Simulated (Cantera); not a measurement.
A Cantera script and what it prints.

```python
import numpy as np
import cantera as ct

gas_names = """
    B BH BH2 BH3 BN BO BO2 B2 B2O B2O2 B2O3 B3O3H3 H HBO HBO2 HNO HNO2 HNO3 HO2 H2 H2O H2O2 H3B3O6 N NH
    NH2 NH3 NH2OH NO NO2 NO3 N2 N2H2 N2H4 N2O O OH O2 O3
""".split()
cond_names = """
    B(b) B(L) BN(s) B2O3(L) B3O3H3(cr) H2O(s) H2O(L)
""".split()


# ... load() reads the species with a 1 bar reference pressure and builds the phases ...
atoms = {
    'borazine': {'B': 3, 'N': 3, 'H': 6},
    'N2': {'N': 2},
    'H2': {'H': 2},
    'H2O': {'H': 2, 'O': 1},
}
top_T = {'BN(s)': 3200}  # K; cautious upper limits of use, not melting points


# ... equilibrate(T, P, feed) seeds the gas with the atoms and calls Mixture.equilibrate('TP', solver="vcs", rtol=1e-11, max_steps=5000) ...
results = []
feed = {'borazine': 1, 'N2': 7.6, 'H2': 20, 'H2O': 14}  # mol
T = 2323  # K
P = 6300  # Pa
mix = equilibrate(T, P, feed)
results.append((T, P, feed, dict(zip(mix.species_names, mix.species_moles))))
x = sorted(zip(gas.X, gas.species_names), reverse=True)
print(f"T = {T:g} K  P = {P:g} Pa  gas = {mix.phase_moles(0):.4g} mol")
print("   x: " + "  ".join(f"{s} {v:.3e}" for v, s in x if v > 1e-05))
print("   condensed (mol): " + ("  ".join(f"{mix.phase(i).name} {mix.phase_moles(i):.4g}"
      for i in range(1, mix.n_phases) if mix.phase_moles(i) > 1e-12) or "none"))
```

Output:

```
T = 2323 K  P = 6300 Pa  gas = 48.48 mol
   x: H2 5.492e-01  N2 1.877e-01  H2O 1.699e-01  HBO2 5.202e-02  H 3.215e-02  B2O3 2.591e-03  HBO 2.451e-03  OH 1.654e-03  BO 1.581e-03  BO2 6.092e-04  O 6.580e-05  NO 5.103e-05  B2O2 1.968e-05
   condensed (mol): none
```

Cantera equilibrium calculation (NASA polynomials, part measured and part estimated; ideal gas, pure solids and liquids). The feed counts by its element totals alone.
